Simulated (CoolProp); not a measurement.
n-octane at several states: density (kg/m³) from the reference equation and from simpler models built on Tc = 568.7 K, pc = 2.484 MPa, ω = 0.398; each cubic takes its own stable root.

The numbers come from the reference Helmholtz-energy equation of state, Beckmüller 2019 in CoolProp.

```csv
T (K),p (MPa),phase,reference,van der Waals,Redlich-Kwong,Peng-Robinson
239.2,6.57,liquid,749.3,419.3,616.6,706.5
327.2,0.0128,liquid,674.6,0.5404,0.5418,654.6
281,0.0106,liquid,712.3,0.5216,586.1,682.4
529,0.0687,gas,1.808,1.802,1.805,1.808
```

At some of these states van der Waals, Redlich-Kwong gives the other phase, because its saturation line lies elsewhere.
